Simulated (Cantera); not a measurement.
Mixture: CH₄ : C₂H₆ : O₂ : N₂ = 1 : 0.18 : 1.64 : 6.18 (molar parts), equivalence ratio 1.6, at 640000 Pa, adiabatic and at constant pressure. Ignition delay is the time to a rise of 400 K.

Detailed kinetics in Cantera: GRI-Mech 3.0 (53 species, 325 reactions).

What does this change do: constant volume in place of constant pressure?


| quantity | before | after |
|---|---|---|
| delay at 1225 K | 0.710 ms | 0.661 ms |
| delay at 1300 K | 0.315 ms | 0.289 ms |
| delay at 1375 K | 0.157 ms | 0.142 ms |
| delay at 1450 K | 84.3 µs | 75.0 µs |
| delay at 1525 K | 47.1 µs | 41.3 µs |
| delay at 1600 K | 27.2 µs | 23.6 µs |
| delay at 1675 K | 16.3 µs | 14.0 µs |
| apparent activation energy between 1525 and 1675 K | 150 kJ/mol | 150 kJ/mol |
